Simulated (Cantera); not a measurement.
Charge: 1 mol borazine, 0.39 mol NH₃, equilibrated at 2400 K and 0.0133 bar.

Method: chemical equilibrium by Gibbs-energy minimisation in Cantera with the NASA 1993 tables (ideal gas, pure condensed phases). Candidate condensed phases: B, BN; 15 gas species. The feed counts by its element totals alone. The tables' values for BH₂ are old estimates; treat these amounts as uncertain. Kinetics and transport are ignored.

Base state: H₂ 0.587, N₂ 0.303, H 0.106, B 0.00239, BH₂ 0.00175, BH 0.000142, BN 6.95e-5 (mole fractions); condensed: B(l).

Question: What changes in the equilibrium state with this change: temperature from 2400 K to 2448 K?

Answer: 
```csv
species,before,after
H₂,0.587,0.565
N₂,0.303,0.299
H,0.106,0.130
B,0.00239,0.00391
BN,6.95e-5,0.000103
BH,0.000142,0.000202
BH₂,0.00175,0.00193
"B(l), mol",2.98,2.97
```

Question: What changes in the equilibrium state with this change: temperature from 2400 K to 1073 K?

Answer: 
```json
[
 {"species": "H₂", "before": "0.587", "after": "0.948"},
 {"species": "N₂", "before": "0.303", "after": "0.0516"},
 {"species": "H", "before": "0.106", "after": "1.18e-7"},
 {"species": "B", "before": "0.00239", "after": "<1e-9"},
 {"species": "BH₂", "before": "0.00175", "after": "<1e-9"},
 {"species": "BH", "before": "0.000142", "after": "<1e-9"},
 {"species": "BN", "before": "6.95e-5", "after": "<1e-9"},
 {"species": "B(l), mol", "before": "2.98", "after": "0"},
 {"species": "BN(s), mol", "before": "0", "after": "3.00"}
]
```
